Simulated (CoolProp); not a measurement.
cis-2-butene at several states: Z from the reference equation and from simpler models built on Tc = 435.8 K, pc = 4.236 MPa, ω = 0.202; each cubic takes its own stable root.

Model: reference Helmholtz-energy equation of state, Lemmon 2005, in CoolProp. It is a short technical equation, of lower accuracy than the large ones.

```tsv
T (K)	p (MPa)	phase	reference
273.6	0.211	liquid	0.008082
387.2	0.436	gas	0.9449
308.8	13	liquid	0.4569
144.9	9.1	liquid	0.5414
324.3	0.664	liquid	0.02369
```

Task: How far does each simpler model (van der Waals, Soave-Redlich-Kwong, Peng-Robinson) lie from the reference over these 5 states: mean and median of the absolute difference, and the worst?

Result: 
- van der Waals: mean 3104.1 %, median 65.7 %, worst +11712.7 % at 273.6 K and 0.211 MPa
- Soave-Redlich-Kwong: mean 7.2 %, median 8.0 %, worst +11.8 % at 144.9 K and 9.1 MPa
- Peng-Robinson: mean 2.7 %, median 3.7 %, worst -5.1 % at 308.8 K and 13 MPa

At some of these states van der Waals gives the other phase, because its saturation line lies elsewhere.
